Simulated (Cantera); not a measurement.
Charge: 1 mol SiH2Cl2, 830 mol H2, 0.049 mol Cl2, held at 170000 Pa.

These are equilibrium values from Cantera (NASA tables, ideal gas, pure condensed phases), not measurements of a reactor. Candidate condensed phases: Si; 19 gas species. Kinetics and transport are ignored.

Task: At 1498 K, list the 4 most abundant gas species with their mole fractions, and the condensed phases.

Result: H2 0.997, HCl 0.00248, SiCl2 1.97e-5, H 1.32e-5. Condensed: Si(s).
